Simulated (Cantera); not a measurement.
Input: 1 mol ZrO2, 1100 mol H2, 3.5 mol N2, at 750 Torr.

Cantera equilibrium calculation (NASA polynomials, part measured and part estimated; ideal gas, pure solids and liquids). Candidate condensed phases: H2O, Zr, ZrN, ZrO2; 28 gas species. Mutual solubility and eutectic melting of coexisting phases are not modelled. ZrN: taken at fixed stoichiometry. Condensed phases not in the tables: solid solutions among these carbides, nitrides and lower oxides. The numbers say what is thermodynamically allowed, not how fast it happens. All values below are at 1998 K.

Base state: H2 0.995, N2 0.00315, H 0.00160, H2O 5.97e-5 (mole fractions); condensed: ZrN(s) + ZrO2(tetragonal).

Question: What changes in the equilibrium state with this change: ZrO2 replaced by FeS?

Answer: 
```json
[
 {"species": "H2", "before": "0.995", "after": "0.994"},
 {"species": "N2", "before": "0.00315", "after": "0.00317"},
 {"species": "H", "before": "0.00160", "after": "0.00160"},
 {"species": "H2S", "before": "0", "after": "0.000801"},
 {"species": "Fe", "before": "0", "after": "0.000357"},
 {"species": "SH", "before": "0", "after": "9.63e-5"},
 {"species": "H2O", "before": "5.97e-5", "after": "0"},
 {"species": "ZrN(s), mol", "before": "0.0329", "after": "0"},
 {"species": "ZrO2(tetragonal), mol", "before": "0.967", "after": "0"},
 {"species": "Fe(l), mol", "before": "0", "after": "0.606"}
]
```
Further candidate phases: Fe, FeS, FeS2, S.
